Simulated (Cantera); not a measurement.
A perfectly stirred reactor is fed with NO : N2 = 1 : 1.2 (molar parts), at 23000 Pa; it is held at 1925 K, and followed from long to short residence time.

Computed with Cantera and GRI-Mech 3.0 (53 species, 325 reactions).

What does this change do: temperature 1925 to 1850 K?


```json
[
 {"quantity": "x(NO) at τ = 4.00 s", "before": "0.260", "after": "0.338"},
 {"quantity": "x(N2O) at τ = 4.00 s", "before": "2.63e-5", "after": "4.45e-5"},
 {"quantity": "x(N2) at τ = 4.00 s", "before": "0.643", "after": "0.603"},
 {"quantity": "x(NO2) at τ = 4.00 s", "before": "0.000167", "after": "0.000195"},
 {"quantity": "x(O) at τ = 4.00 s", "before": "0.000248", "after": "0.000103"},
 {"quantity": "x(NO) at τ = 46.0 ms", "before": "0.451", "after": "0.453"},
 {"quantity": "x(N2O) at τ = 46.0 ms", "before": "8.24e-5", "after": "7.66e-5"},
 {"quantity": "x(N2) at τ = 46.0 ms", "before": "0.547", "after": "0.546"},
 {"quantity": "x(NO2) at τ = 46.0 ms", "before": "7.56e-5", "after": "7.61e-5"},
 {"quantity": "x(O) at τ = 46.0 ms", "before": "7.54e-5", "after": "3.47e-5"}
]
```

What does this change do: NO 1 to 0.27 parts?


| quantity | before | after |
|---|---|---|
| x(NO) at τ = 4.00 s | 0.260 | 0.131 |
| x(N2O) at τ = 4.00 s | 2.63e-5 | 7.24e-6 |
| x(N2) at τ = 4.00 s | 0.643 | 0.842 |
| x(NO2) at τ = 4.00 s | 0.000167 | 4.45e-5 |
| x(O) at τ = 4.00 s | 0.000248 | 0.000131 |
| x(NO) at τ = 46.0 ms | 0.451 | 0.183 |
| x(N2O) at τ = 46.0 ms | 8.24e-5 | 1.39e-5 |
| x(N2) at τ = 46.0 ms | 0.547 | 0.817 |
| x(NO2) at τ = 46.0 ms | 7.56e-5 | 1.83e-5 |
| x(O) at τ = 46.0 ms | 7.54e-5 | 4.24e-5 |
